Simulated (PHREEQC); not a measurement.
NaOH is added in steps, without added water, to 1 kg of water holding 0.38 mol/kgw Na2CO3, 0.4 mol/kgw H3BO3 and 0.32 mol/kgw KBr, at 25 °C. The system is closed to CO2. Solids allowed: Kalicinite, Nahcolite, Natron, Trona, Borax, Boric_acid,s, KB5O8:4H2O, K2B4O7:4H2O, NaBO2:4H2O, NaB5O8:5H2O. Others were left out.

Base run: PHREEQC, Pitzer model, pitzer.dat. Each further column changes one thing. The table gives pH.

| NaOH added (mol) | base | Na2CO3 from 0.38 to 0.57 mol/kgw | diluted 5-fold with water | H3BO3 from 0.4 to 0.2 mol/kgw | no solid may form |
|---|---|---|---|---|---|
| 0 | 9.42 | 9.65 | 9.44 | 9.79 | 9.42 |
| 0.0525 | 9.58 | 9.77 | 10.20 | 9.98 | 9.58 |
| 0.1225 | 9.79 | 9.94 | 12.47 | 10.32 | 9.79 |
| 0.175 | 9.95 | 10.08 | 12.81 | 10.82 | 9.95 |
| 0.245 | 10.20 | 10.30 | 13.05 | 12.49 | 10.20 |
| 0.2975 | 10.42 | 10.51 | 13.17 | 12.83 | 10.42 |
| 0.3675 | 10.89 | 10.97 | 13.29 | 13.07 | 10.89 |
| 0.42 | 12.18 | 12.20 | 13.36 | 13.19 | 12.18 |

In brines, pH and single-ion activities rest on the MacInnes convention.
